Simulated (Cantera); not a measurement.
**Equilibrium for silicon oxide and oxynitride deposition: SiCl4 + NO + N2**

Input: 1 mol SiCl4, 0.12 mol NO, a varied amount of N2, equilibrated at 1375 K and 100000 Pa.

Method: chemical equilibrium by Gibbs-energy minimisation in Cantera with the NASA 1993 tables (ideal gas, pure condensed phases). Candidate condensed phases: Si, SiO2, Si2N2O, Si3N4; 23 gas species. The tables hold silica as quartz up to 1696 K and as liquid above; real silica turns to tridymite and cristobalite and melts near 1996 K. The numbers say what is thermodynamically allowed, not how fast it happens.

From 12 mol N2 to 72 mol N2 the condensed part is SiO2(β-quartz). The main Si-bearing gas is SiCl4 throughout.

| n(N2) (mol) | x N2 | x SiCl4 | x Cl2 | x Cl | x SiCl3 | x NO | n SiO2(β-quartz) |
|---|---|---|---|---|---|---|---|
| 12 | 0.918 | 0.0716 | 0.00809 | 0.00210 | 3.50e-6 | 1.55e-8 | 0.0600 |
| 21 | 0.951 | 0.0425 | 0.00463 | 0.00159 | 2.75e-6 | 1.17e-8 | 0.0600 |
| 29 | 0.964 | 0.0312 | 0.00331 | 0.00134 | 2.38e-6 | 9.86e-9 | 0.0600 |
| 38 | 0.972 | 0.0240 | 0.00248 | 0.00116 | 2.12e-6 | 8.46e-9 | 0.0600 |
| 47 | 0.977 | 0.0195 | 0.00197 | 0.00104 | 1.93e-6 | 7.48e-9 | 0.0600 |
| 55 | 0.981 | 0.0167 | 0.00166 | 0.000952 | 1.81e-6 | 6.81e-9 | 0.0600 |
| 64 | 0.983 | 0.0144 | 0.00140 | 0.000876 | 1.69e-6 | 6.21e-9 | 0.0600 |
| 72 | 0.985 | 0.0128 | 0.00123 | 0.000820 | 1.61e-6 | 5.77e-9 | 0.0600 |
x: gas mole fraction; n: condensed amount in mol.
